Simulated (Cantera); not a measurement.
Charge: 1 mol CH3F, 8.3 mol H2, equilibrated at 0.133 bar.

Cantera equilibrium calculation (NASA polynomials, part measured and part estimated; ideal gas, pure solids and liquids). Candidate condensed phases: C, C6H6, C7H8, C8H18; 110 gas species. Ions and electrons are included (thermal ionisation). Rates play no part.

### Question
Which condensed phases are stable at each of these points (T (°C)): 2227, 2477, 2727, 2977, 3227, 3477, 3727, 3977, 4227, 4477, 4727?

### Answer
| T (°C) | condensed phases | C condensed (%) |
|---|---|---|
| 2227 | C(graphite) | 80.5 |
| 2477 | C(graphite) | 51.1 |
| 2727 | gas only | 0.0 |
| 2977 | gas only | 0.0 |
| 3227 | gas only | 0.0 |
| 3477 | gas only | 0.0 |
| 3727 | gas only | 0.0 |
| 3977 | gas only | 0.0 |
| 4227 | gas only | 0.0 |
| 4477 | gas only | 0.0 |
| 4727 | gas only | 0.0 |

From 2227 °C to 2477 °C the condensed part is C(graphite). From 2727 °C to 4727 °C nothing is condensed.
